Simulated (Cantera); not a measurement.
Equilibrium for silicon nitride deposition: SiH2Cl2 + N2

Charge: 1 mol SiH2Cl2, 1.7 mol N2, held at 100000 Pa.

Method: chemical equilibrium by Gibbs-energy minimisation in Cantera with the NASA 1993 tables (ideal gas, pure condensed phases). Candidate condensed phases: NH4Cl, Si, Si3N4; 28 gas species. N2 is the only nitrogen source here; it is nearly inert below about 1500 K, so the nitride shown seldom forms there in practice. The tables' values for SiCl3 are old estimates; treat these amounts as uncertain. Kinetics and transport are ignored.

From 800 K to 1400 K the condensed part is Si3N4(s). The main Si-bearing gas is SiCl4 throughout.

```
T (K)   x N2  x HCl   x H2  x SiCl4   x SiCl3  n Si3N4(s)
-----  -----  -----  -----  -------  --------  ----------
800    0.426  0.244  0.220    0.110   1.32e-7       0.226
850    0.424  0.257  0.213    0.106   5.66e-7       0.229
900    0.421  0.269  0.206    0.103   2.06e-6       0.232
950    0.419  0.279  0.201    0.100   6.52e-6       0.235
1000   0.417  0.289  0.196   0.0977   1.83e-5       0.237
1050   0.416  0.297  0.191   0.0953   4.67e-5       0.239
1100   0.414  0.305  0.187   0.0931  0.000109       0.241
1150   0.413  0.312  0.183   0.0910  0.000235       0.243
1200   0.411  0.318  0.180   0.0890  0.000476       0.244
1250   0.410  0.323  0.177   0.0869  0.000907       0.245
1300   0.409  0.328  0.174   0.0847   0.00164       0.246
1350   0.409  0.332  0.172   0.0822   0.00281       0.247
1400   0.408  0.335  0.169   0.0792   0.00461       0.247
```
x: gas mole fraction; n: condensed amount in mol.
